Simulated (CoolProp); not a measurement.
Aqueous magnesium chloride as a coolant, at -5 °C, 1 atm.

Values from CoolProp's Melinder's fits for secondary coolants.

```csv
mass %,freezing point (°C),cp (kJ/(kg K)),density (kg/m³),Prandtl number,viscosity (mPa s)
9.9,-8.1,3.569,1089,22.5,3.35
12,-11.3,3.449,1108,24.7,3.76
14.1,-15.1,3.334,1127,26.7,4.16
16.2,-19.3,3.224,1147,28.3,4.53
18.3,-24.1,3.120,1167,30.8,5.03
20.4,-29.9,3.023,1188,37.5,6.25
22.5,-37.4,2.932,1212,60.6,10.2
24.6,-47.8,2.848,1239,168,28.5
26.7,-62.5,2.767,1271,1170,195
28.8,-83.8,2.688,1310,33500,5380
```
